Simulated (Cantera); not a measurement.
A closed system holds: 1 mol Si, 0.84 mol CO₂, 13 mol N₂, at 1775 K and 0.0100 bar.

Equilibrium computed with Cantera from the NASA thermochemical tables; the gas is ideal and each condensed phase is pure. Candidate condensed phases: C, Si, SiC, SiO₂, Si₂N₂O, Si₃N₄; 34 gas species. Mutual solubility and eutectic melting of coexisting phases are not modelled. The numbers say what is thermodynamically allowed, not how fast it happens.

Base state: N₂ 0.892, CO 0.0570, SiO 0.0509, Si 6.19e-5 (mole fractions); condensed: SiC(s) + Si₂N₂O(s).

What changes in the equilibrium state with this change: CO₂ from 0.84 to 0.057 mol?


```tsv
species	before	after
N₂	0.892	0.991
SiO	0.0509	0.00770
CO	0.0570	0.00139
Si	6.19e-5	0.000154
SiC(s), mol	0.0177	0.0395
Si₂N₂O(s), mol	0.124	0
Si₃N₄(s), mol	0	0.287
```

What changes in the equilibrium state with this change: temperature from 1775 K to 1575 K?


```csv
species,before,after
N₂,0.892,0.931
CO,0.0570,0.0618
SiO,0.0509,0.00715
Si,6.19e-5,8.15e-9
"SiC(s), mol",0.0177,0
"Si₂N₂O(s), mol",0.124,0.354
"SiO₂(β-quartz), mol",0,0.194
```
The tables hold silica as quartz up to 1696 K and as liquid above; real silica turns to tridymite and cristobalite and melts near 1996 K.

What changes in the equilibrium state with this change: CO₂ from 0.84 to 0.03 mol?


```json
[
 {"species": "N₂", "before": "0.892", "after": "0.995"},
 {"species": "SiO", "before": "0.0509", "after": "0.00408"},
 {"species": "CO", "before": "0.0570", "after": "0.000742"},
 {"species": "Si", "before": "6.19e-5", "after": "0.000154"},
 {"species": "SiC(s), mol", "before": "0.0177", "after": "0.0207"},
 {"species": "Si₂N₂O(s), mol", "before": "0.124", "after": "0"},
 {"species": "Si₃N₄(s), mol", "before": "0", "after": "0.309"}
]
```
